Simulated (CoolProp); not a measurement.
Vapour-liquid equilibrium of ethanol (1) + o-xylene (2) at 400.9 K; x and y are mole fractions of (1).

Model: multi-fluid Helmholtz-energy mixture model, Schroeder 2014 and Zhou 2012; pair parameters Bell 2016, in CoolProp.

```tsv
x	bubble pressure, mixture model (MPa)	bubble pressure, Raoult's law (MPa)	y, mixture model	y, Raoult's law
0.05	0.1482	0.08755	0.575	0.307
0.2	0.2984	0.1586	0.801	0.678
0.35	0.3665	0.2297	0.848	0.819
0.5	0.4051	0.3007	0.873	0.894
0.65	0.4385	0.3717	0.896	0.940
0.8	0.4765	0.4428	0.929	0.971
0.95	0.5214	0.5138	0.978	0.994
```

The largest gap from Raoult's law is +88.1 % in bubble pressure, at x = 0.2. No azeotrope shows between x = 0.05 and 0.95.

Pair parameters are fitted to limited data, so mixtures are less certain than the pure fluids. With so large a gap from Raoult's law the liquid may split in two, which this calculation doesn't test in full.
